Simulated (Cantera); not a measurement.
Feed: 1 mol Si(CH₃)₄, 63 mol H₂, held at 1473.15 K and 0.00770 bar.

Cantera equilibrium calculation (NASA polynomials, part measured and part estimated; ideal gas, pure solids and liquids). Candidate condensed phases: C, C₆H₆, C₇H₈, C₈H₁₈, Si, SiC; 87 gas species. Rates play no part.

Base state: H₂ 1.000, H 0.000144, CH₄ 2.26e-5 (mole fractions); condensed: C(graphite) + SiC(s).

Task: What changes in the equilibrium state with this change: temperature from 1473.15 K to 1723 K?

Result: 
```tsv
species	before	after
H₂	1.000	0.998
H	0.000144	0.00208
C₂H₂ (acetylene)	6.52e-6	9.03e-5
CH₄	2.26e-5	7.71e-6
C(graphite), mol	3.00	2.99
SiC(s), mol	1.000	1.000
```
